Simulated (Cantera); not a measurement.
A perfectly stirred reactor is fed with 1.43 % CO, 0.306 % O2, 2.68 % H2O, 95.6 % N2, at 140000 Pa; it is held at 1025 K, and followed from long to short residence time.

Cantera simulation using GRI-Mech 3.0 (53 species, 325 reactions); the numbers are that mechanism's predictions, not measurements.

**Question.** Predict: x(CO) at τ = 6.20 s; x(O2) at τ = 6.20 s; x(H2O) at τ = 6.20 s; x(H) at τ = 6.20 s; x(OH) at τ = 6.20 s; x(CO) at τ = 92.0 ms; x(O2) at τ = 92.0 ms; x(H2O) at τ = 92.0 ms; x(H) at τ = 92.0 ms; x(OH) at τ = 92.0 ms.

**Answer.** 
```json
{
  "x(CO) at τ = 6.20 s": "0.00398",
  "x(O2) at τ = 6.20 s": "1.67e-5",
  "x(H2O) at τ = 6.20 s": "0.0225",
  "x(H) at τ = 6.20 s": "1.38e-5",
  "x(OH) at τ = 6.20 s": "1.86e-7",
  "x(CO) at τ = 92.0 ms": "0.00719",
  "x(O2) at τ = 92.0 ms": "0.000203",
  "x(H2O) at τ = 92.0 ms": "0.0254",
  "x(H) at τ = 92.0 ms": "7.36e-5",
  "x(OH) at τ = 92.0 ms": "3.02e-6"
}
```
